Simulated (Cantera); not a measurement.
A Cantera script and its output.

```python
import numpy as np
import cantera as ct

gas = ct.Solution("gri30.yaml")
gas.TPX = 1198, 101325, {'CO': 0.0073, 'O2': 0.021, 'H2O': 0.014, 'N2': 1}
reactor = ct.IdealGasConstPressureReactor(gas, energy="off", clone=False)
net = ct.ReactorNet([reactor])
net.rtol, net.atol = 1e-08, 1e-18
show = ['CO', 'O2', 'H2O', 'N2O', 'O', 'H']
times = np.geomspace(4e-06, 20, 11)

steps = ct.SolutionArray(gas, extra=["t"])
rows = []
print(f"{'t/s':>10s}{'T/K':>9s}{'P/Pa':>11s}" + "".join(f"{s:>11s}" for s in show))
for t in times:
    while net.time < t:
        t_next = net.step()
        steps.append(gas.state, t=t_next)
    rows.append([np.interp(t, steps.t, y) for y in (steps.T, steps.P, *steps(*show).X.T)])
    print(f"{t:10.3e}{rows[-1][0]:9.1f}{rows[-1][1]:11.4g}" + "".join(f"{x:11.3e}" for x in rows[-1][2:]))
rate = np.gradient(steps.T, steps.t)
print("integrator steps:", len(steps.t))
if steps.T.max() > steps.T[0] + 200:
    print(f"time of steepest temperature rise: {steps.t[rate.argmax()]:.4e} s")
gas.TPX = 1198, 101325, {'CO': 0.0073, 'O2': 0.021, 'H2O': 0.014, 'N2': 1}
gas.equilibrate("TP")
print(f"equilibrium (TP): T = {gas.T:.1f} K  " + "  ".join(f"{s} {gas[s].X[0]:.3e}" for s in show))
```

Result:

```
       t/s      T/K       P/Pa         CO         O2        H2O        N2O          O          H
 4.000e-06   1198.0  1.013e+05  7.004e-03  2.015e-02  1.343e-02  3.583e-17  2.723e-11  2.195e-14
 1.870e-05   1198.0  1.013e+05  7.004e-03  2.015e-02  1.343e-02  5.910e-16  1.253e-10  7.451e-13
 8.747e-05   1198.0  1.013e+05  7.004e-03  2.015e-02  1.343e-02  1.165e-14  5.643e-10  2.458e-11
 4.090e-04   1198.0  1.013e+05  7.004e-03  2.015e-02  1.343e-02  3.073e-13  4.134e-09  6.191e-10
 1.913e-03   1198.0  1.013e+05  6.997e-03  2.014e-02  1.343e-02  3.200e-10  2.967e-06  5.595e-07
 8.944e-03   1198.0  1.013e+05  1.628e-03  1.748e-02  1.338e-02  2.803e-07  6.644e-05  1.896e-05
 4.183e-02   1198.0  1.013e+05  9.553e-05  1.675e-02  1.347e-02  4.356e-07  3.731e-06  3.180e-07
 1.956e-01   1198.0  1.013e+05  3.367e-06  1.670e-02  1.348e-02  4.561e-07  1.793e-07  3.420e-09
 9.146e-01   1198.0  1.013e+05  6.423e-08  1.670e-02  1.348e-02  3.757e-07  1.441e-08  6.284e-11
 4.277e+00   1198.0  1.013e+05  1.296e-09  1.670e-02  1.348e-02  1.398e-07  4.460e-09  1.079e-11
 2.000e+01   1198.0  1.013e+05  9.088e-10  1.670e-02  1.348e-02  5.915e-09  3.119e-09  6.817e-12
integrator steps: 1499
equilibrium (TP): T = 1198.0 K  CO 9.059e-10  O2 1.667e-02  H2O 1.348e-02  N2O 4.707e-09  O 3.102e-09  H 6.781e-12
```

Model: GRI-Mech 3.0 (53 species, 325 reactions), integrated in Cantera.
